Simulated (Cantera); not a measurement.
**Equilibrium for fluorocarbon and chlorocarbon gases: CH₃Cl + H₂ + CH₄**

Input: 1 mol CH₃Cl, 0.6 mol H₂, 0.3 mol CH₄, at 1148 K and 2.70 Pa.

These are equilibrium values from Cantera (NASA tables, ideal gas, pure condensed phases), not measurements of a reactor. Candidate condensed phases: C, C₆H₆, C₇H₈, C₈H₁₈; 91 gas species. The numbers say what is thermodynamically allowed, not how fast it happens.

```json
{
 "x(H₂)": "0.687",
 "x(HCl)": "0.312",
 "x(H)": "1.14e-5",
 "x(Cl)": "4.58e-6",
 "n(C(graphite))": "1.30 mol",
 "gas_amount": "3.200 mol"
}
```
